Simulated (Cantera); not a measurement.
## Ignition delay

Mixture: CH4 : O2 : N2 = 1 : 1.18 : 4.42 (molar parts), equivalence ratio 1.7, at 3150 Torr, adiabatic and at constant pressure. Ignition delay is the time to a rise of 400 K.

Cantera simulation using GRI-Mech 3.0 (53 species, 325 reactions); the numbers are that mechanism's predictions, not measurements.

```
T0 (K)  delay (ms)
------  ----------
1300          4.53
1400          1.43
1500         0.491
1600         0.184
1700        0.0766
1800        0.0357
1900        0.0185
2000        0.0106
2100       0.00653
2200       0.00429
```

The apparent activation energy between 2000 and 2200 K is 170 kJ/mol.
